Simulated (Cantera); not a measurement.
## Cu2O + CH4 + N2 + C (carbothermic reduction)

Charge: 1 mol Cu2O, 0.35 mol CH4, 0.22 mol N2, 0.46 mol C, held at 1625 K and 10.0 mbar.

Equilibrium computed with Cantera from the NASA thermochemical tables; the gas is ideal and each condensed phase is pure. Candidate condensed phases: C, C6H6, C7H8, C8H18, Cu, CuO, Cu(OH)2, Cu2O, H2O; 139 gas species. Kinetics and transport are ignored.

| Item | Value |
|---|---|
| x(CO) | 0.433 |
| x(H2) | 0.326 |
| x(N2) | 0.126 |
| x(H2O) | 0.0765 |
| x(CO2) | 0.0327 |
| x(Cu) | 0.00571 |
| x(H) | 0.000403 |
| x(Cu2) | 4.69e-6 |
| x(OH) | 3.98e-6 |
| n(Cu(l)) | 1.99 mol |
| gas amount | 1.740 mol |
| log10 activity of C(graphite) (absent) | -4.86 |
